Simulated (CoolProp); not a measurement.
A single-stage vapour-compression cycle with C3F8 (R218): evaporating at 198.15 K (dew point), condensing at 227.15 K (bubble point), superheat 0 K, subcooling 5 K, compressor efficiency 0.8, no pressure losses. Each further row changes one setting.

Values from CoolProp's reference Helmholtz-energy equation of state, Lemmon 2006. It is a short technical equation, of lower accuracy than the large ones.

```csv
case,cooling COP,pressure ratio,discharge temperature (K),refrigerating effect (kJ/kg),volumetric capacity (kJ/m³)
as stated,4.97,5.46,230.0,95.9,133
evaporating temperature 203.15 K,6.31,3.91,229.0,98.8,187
condensing temperature 222.15 K,6.17,4.23,225.1,101,139
subcooling 10 K,5.21,5.46,230.0,101,139
superheat 10 K,5.02,5.46,240.4,102,134
compressor efficiency 0.7,4.35,5.46,233.9,95.9,133
```
